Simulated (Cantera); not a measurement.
Cantera run:

```python
import numpy as np
import cantera as ct

gas_names = [...]  # 116 gases of nasa_gas.yaml made of C, H, Mg, O
cond_names = """
    C(gr) C6H6(L) C7H8(L) C8H18(L),n-octa H2O(s) H2O(L) Mg(cr) Mg(L) MgCO3(s) MgO(s) MgO(L) MgO2H2(s)
""".split()


# ... load() reads the species with a 1 bar reference pressure and builds the phases ...
atoms = {
    'MgO': {'Mg': 1, 'O': 1},
    'C': {'C': 1},
    'H2': {'H': 2},
}
top_T = {'C(gr)': 4500}  # K; cautious upper limits of use, not melting points


# ... equilibrate(T, P, feed) seeds the gas with the atoms and calls Mixture.equilibrate('TP', solver="vcs", rtol=1e-11, max_steps=5000) ...
results = []
feed = {'MgO': 1, 'C': 1.1, 'H2': 9.3}  # mol
T = 1800  # K
P = 530000  # Pa
mix = equilibrate(T, P, feed)
results.append((T, P, feed, dict(zip(mix.species_names, mix.species_moles))))
print(gas.report(threshold=0.0001))
for i in range(1, mix.n_phases):
    print(f"{mix.phase(i).name:16s} {mix.phase_moles(i):12.5e} mol")
```

Output:

```
       temperature   1800 K
          pressure   5.3e+05 Pa
           density   0.088873 kg/m^3
  mean mol. weight   2.5096 kg/kmol
   phase of matter   gas

                          1 kg             1 kmol
                     ---------------   ---------------
          enthalpy        1.8523e+07        4.6484e+07  J
   internal energy        1.2559e+07        3.1518e+07  J
           entropy             69039        1.7326e+05  J/K
    Gibbs function       -1.0575e+08       -2.6538e+08  J
 heat capacity c_p             13415             33667  J/K
 heat capacity c_v             10102             25353  J/K

                      mass frac. Y      mole frac. X     chem. pot. / RT
                     ---------------   ---------------   ---------------
               CH4          0.024923         0.0038987           -37.555
                CO           0.10019         0.0089767            -37.78
    C2H2,acetylene         0.0017792        0.00017148           -22.595
                 H        6.1771e-05        0.00015379           -8.7524
                H2           0.78546           0.97776           -17.505
                Mg          0.084461         0.0087209           -13.533
               MgH         0.0027138        0.00026906           -22.286
     [ +109 minor]        0.00041286        4.7165e-05

C(gr)             9.74808e-01 mol
Mg(L)             0.00000e+00 mol
MgO(s)            9.15204e-01 mol
```

Method: chemical equilibrium by Gibbs-energy minimisation in Cantera with the NASA 1993 tables (ideal gas, pure condensed phases). The tables' values for MgH are old estimates; treat these amounts as uncertain.
